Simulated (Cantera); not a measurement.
## Gas activation for diamond growth

An isothermal, constant-pressure homogeneous reactor starts with 2.41 % CH4, 96.5 % H2, 1.06 % CO2, at 2173 K and 20.0 Torr.

Model: GRI-Mech 3.0 (53 species, 325 reactions), integrated in Cantera. GRI-Mech 3.0 stops at C3 and has no aromatics, soot or wall deposition, so with more carbon than oxygen in the feed, carbon stays in small species such as C2H2 where larger ones or solid carbon would form. Radical loss at walls, strong at low pressure, is not modelled.

```
t (s)        x CH4   x H2     x CO2     x CH3     x H2O      x O2       x H
--------  --------  -----  --------  --------  --------  --------  --------
5.00e-5     0.0240  0.965    0.0106  0.000103   2.96e-6    <1e-12  0.000195
0.000206    0.0237  0.964    0.0106  0.000398   5.32e-5    <1e-12  0.000824
0.000848    0.0224  0.961   0.00972   0.00150  0.000869  3.23e-12   0.00335
0.00349     0.0148  0.951   0.00299   0.00300   0.00737  2.59e-10    0.0101
0.0144     0.00304  0.951   2.17e-5  0.000923   0.00957  8.84e-10    0.0151
0.0592    0.000605  0.949   1.95e-5  0.000244   0.00733  9.23e-10    0.0200
0.244     0.000249  0.947   8.21e-6  0.000124   0.00223  1.33e-10    0.0247
1.00       2.80e-5  0.945   7.42e-8   1.62e-5   1.79e-5    <1e-12    0.0286
4.13       1.15e-5  0.944  7.34e-11   6.77e-6   1.78e-8    <1e-12    0.0289
17.0       1.15e-5  0.944  7.34e-11   6.77e-6   1.78e-8    <1e-12    0.0289
70.0       1.15e-5  0.944  7.34e-11   6.77e-6   1.78e-8    <1e-12    0.0289
```
x: mole fraction; the columns are a selection and need not sum to one.

Equilibrium at this temperature and pressure: CH4 1.16e-5, H2 0.944, CO2 7.38e-11, CH3 6.80e-6, H2O 1.79e-8, O2 <1e-12, H 0.0289 (gas phase only).
